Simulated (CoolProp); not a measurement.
200 sccm (0 °C, 1 atm) of nitrogen bubbles through liquid n-heptane at 292.9 K and leaves saturated at a total pressure of 0.0856 MPa (ideal gas phase). Each further row changes one setting.

Computed with CoolProp (reference Helmholtz-energy equation of state, Span 2003). It is a short technical equation, of lower accuracy than the large ones.

```csv
case,vapour pressure (kPa),mole fraction of vapour,delivery (mg/min),delivery (sccm),change of delivery for a bath 1 K warmer (%)
as stated,4.66,0.0545,51.5,11.5,5.6
bath temperature 297.9 K,6.02,0.0703,67.6,15.1,5.5
total pressure 0.171 MPa,4.66,0.0273,25.1,5.60,5.5
```
